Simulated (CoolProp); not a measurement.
Saturation properties of octamethylcyclotetrasiloxane (D4) (Tc = 313.4 °C, pc = 1.347 MPa, ω = 0.598).

Values from CoolProp's reference Helmholtz-energy equation of state, Thol 2015.

```csv
T (°C),p (MPa),liquid density (kg/m³),vapour density (kg/m³),enthalpy of vaporisation (kJ/kg),surface tension (mN/m)
42.55,[?],930.6,[?],179.1,16.7
52.55,0.0008375,919.1,0.09191,175.4,16.0
62.65,0.001486,907.4,0.1584,171.8,[?]
72.65,0.002511,[?],0.2602,168.3,14.5
82.65,0.004081,883.9,0.4120,164.7,[?]
92.65,0.006405,872.0,0.6307,161.2,13.1
102.75,0.009779,859.8,0.9406,157.7,12.3
112.75,0.01444,847.6,1.360,154.2,[?]
122.75,0.02079,835.2,1.919,150.6,10.9
132.75,[?],822.6,[?],147.0,10.2
```

**Question.** Complete the blanks.

**Answer.** 
- 42.55, p (MPa): 0.0004523
- 42.55, vapour density (kg/m³): 0.05117
- 62.65, surface tension (mN/m): 15.2
- 72.65, liquid density (kg/m³): 895.7
- 82.65, surface tension (mN/m): 13.8
- 112.75, surface tension (mN/m): 11.6
- 132.75, p (MPa): 0.02922
- 132.75, vapour density (kg/m³): 2.650

It boils at 175.7 °C under 1 atm.

Surface tension comes from a separate correlation (Mulero 2014), older than this fluid's equation and unchecked against measurements.
